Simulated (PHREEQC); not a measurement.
Consider water at 20 °C with 0.0014 mol HF and 0.041 mol H2SiF6 per kg of water. Closed to the air; pH follows from the charge balance.

Equilibrium calculation in PHREEQC: ion-association model, phreeqc.dat.

```yaml
pH: 1.18
ionic_strength: 0.120 mol/kgw
density: 1.002 g/cm³
total_alkalinity: -247 meq/kg
```

```csv
species,molality,activity,log γ
H+,0.0801,0.0656,-0.087
SiF6-2,0.0400,0.0143,-0.447
HF,0.00721,0.00741,0.012
H4SiO4,0.000988,0.00102,0.012
F-,0.000110,8.23e-5,-0.125
HF2-,2.91e-6,2.25e-6,-0.112
```

No solid was allowed to form. Examples of supersaturated solids here: Quartz (slow to form), Chalcedony (slow to form). Others may be too. SiF6-2 is the database's only silicon fluoride.
